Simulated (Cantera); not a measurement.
Mixture: 7.12 % CH4, 0.427 % H2, 12.0 % O2, 80.4 % N2, equivalence ratio 1.2, at 5.00 bar, adiabatic and at constant volume. Ignition delay is the time to a rise of 400 K.

Computed with Cantera and GRI-Mech 3.0 (53 species, 325 reactions).

**Question.** Predict: delay at 1075 K; delay at 1125 K; delay at 1175 K; delay at 1225 K; delay at 1275 K; delay at 1325 K; delay at 1375 K; apparent activation energy between 1275 and 1375 K.

**Answer.** 
| Property | Value |
|---|---|
| delay at 1075 K | 29.5 ms |
| delay at 1125 K | 18.3 ms |
| delay at 1175 K | 11.3 ms |
| delay at 1225 K | 6.88 ms |
| delay at 1275 K | 4.16 ms |
| delay at 1325 K | 2.50 ms |
| delay at 1375 K | 1.51 ms |
| apparent activation energy between 1275 and 1375 K | 150 kJ/mol |
